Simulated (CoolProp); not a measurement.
Properties of R125 along the isotherm 157.95 °C (Tc = 66.0 °C, pc = 3.618 MPa, ω = 0.305).

Computed with CoolProp (reference Helmholtz-energy equation of state, Lemmon 2005).

| p (MPa) | phase | density (kg/m³) | fugacity coefficient |
|---|---|---|---|
| 0.114 | gas | 3.835 | 0.9954 |
| 0.173 | gas | 5.833 | 0.9931 |
| 0.26 | gas | 8.798 | 0.9896 |
| 0.393 | gas | 13.37 | 0.9843 |
| 0.593 | gas | 20.34 | 0.9764 |
| 0.894 | gas | 31.05 | 0.9647 |
| 1.35 | gas | 47.81 | 0.9471 |
| 2.03 | gas | 74.04 | 0.9215 |
| 3.07 | gas | 117.4 | 0.8836 |
| 4.63 | supercritical | 190.5 | 0.8297 |
| 6.99 | supercritical | 321.1 | 0.7555 |
| 10.5 | supercritical | 529.1 | 0.6663 |
| 15.9 | supercritical | 750.8 | 0.5824 |
| 24 | supercritical | 918.7 | 0.5326 |
| 36.2 | supercritical | 1052 | 0.5333 |
